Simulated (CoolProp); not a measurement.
Properties of n-perfluorohexane along the isobar 19.5 bar.

Values from CoolProp's reference Helmholtz-energy equation of state, Gao 2022.

```
T (K)   phase  density (kg/m³)  cp (kJ/(kg K))  cv (kJ/(kg K))  expansivity (1/kK)  fugacity coefficient
-----  ------  ---------------  --------------  --------------  ------------------  --------------------
230.7  liquid             1870          0.9406          0.7481               1.463             0.0002977
236.4  liquid             1854      (withheld)          0.7575               1.470             0.0004720
242    liquid       (withheld)          0.9579          0.7667               1.479             0.0007227
247.6  liquid             1824          0.9665          0.7758               1.490              0.001080
253.2  liquid             1808          0.9751          0.7848               1.502              0.001578
258.8  liquid       (withheld)          0.9838      (withheld)               1.516              0.002257
264.4  liquid             1778          0.9924          0.8024               1.532              0.003166
270    liquid             1763           1.001          0.8111               1.551              0.004360
275.6  liquid             1747           1.010      (withheld)               1.571              0.005903
281.3  liquid             1732           1.018          0.8280               1.594              0.007906
286.9  liquid             1716      (withheld)          0.8362               1.620               0.01038
292.5  liquid             1700           1.035          0.8443          (withheld)               0.01343
```

Task: Fill in the missing entries.

Result: 
- 236.4, cp (kJ/(kg K)): 0.9493
- 242, density (kg/m³): 1839
- 258.8, density (kg/m³): 1793
- 258.8, cv (kJ/(kg K)): 0.7937
- 275.6, cv (kJ/(kg K)): 0.8195
- 286.9, cp (kJ/(kg K)): 1.027
- 292.5, expansivity (1/kK): 1.647
